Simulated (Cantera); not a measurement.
Input: 1 mol V, 0.32 mol O₂, 140 mol H₂, 0.1 mol NH₃, held at 1175 K and 101000 Pa.

Cantera equilibrium calculation (NASA polynomials, part measured and part estimated; ideal gas, pure solids and liquids). Candidate condensed phases: H₂O, V, VN, VO, V₂O₃, V₂O₄, V₂O₅; 28 gas species. Mutual solubility and eutectic melting of coexisting phases are not modelled. VN, VO: taken at fixed stoichiometry. Condensed phases not in the tables: solid solutions among these carbides, nitrides and lower oxides, V₂N, N, O or C dissolved in the metal. Rates play no part.

Base state: H₂ 1.00 (mole fractions); condensed: V(s) + VN(s) + VO(s).

Question: What changes in the equilibrium state with this change: temperature from 1175 K to 1848 K?

Answer: 
```
species      before     after
----------  -------  --------
H₂             1.00     0.999
H           1.22e-7  0.000526
N₂            <1e-9  0.000249
H₂O         2.92e-7  0.000153
V(s), mol     0.260     0.351
VN(s), mol   0.1000    0.0300
VO(s), mol    0.640     0.619
```
